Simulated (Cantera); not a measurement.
An isothermal, constant-pressure homogeneous reactor starts with 1.28 % H2, 98.7 % O2, at 1425 K and 20.0 Torr.

Model: the H2/O2 subset of GRI-Mech 3.0, which has no nitrogen chemistry, integrated in Cantera. Radical loss at walls, strong at low pressure, is not modelled.

One state of this run: x H2 = 3.24e-6; x O2 = 0.986; x H2O2 = 5.42e-9; x OH = 0.000403; x O = 0.000527; x HO2 = 1.55e-7. x: mole fraction; the columns are a selection and need not sum to one.

Problem. Which value of t (s) does it belong to?
A) 4.00e-6
B) 0.00380
C) 0.649
D) 2.22e-5

Solution. C, 0.649
